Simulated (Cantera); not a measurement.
A closed system holds: 1 mol Cu₂O, 700 mol H₂, 5.2 mol H₂O, at 1398 K and 1.33 mbar.

These are equilibrium values from Cantera (NASA tables, ideal gas, pure condensed phases), not measurements of a reactor. Candidate condensed phases: Cu, CuO, Cu(OH)₂, Cu₂O, H₂O; 12 gas species. Equilibrium is a limit: real reactors are often held back by kinetics, nucleation or transport.

Base state: H₂ 0.990, H₂O 0.00878, Cu 0.000973, H 0.000129 (mole fractions); condensed: Cu(l).

### Question
What changes in the equilibrium state with this change: temperature from 1398 K to 1348 K?

### Answer
```tsv
species	before	after
H₂	0.990	0.991
H₂O	0.00878	0.00879
Cu	0.000973	0.000351
H	0.000129	6.31e-5
Cu(l), mol	1.31	0
Cu(s), mol	0	1.75
```
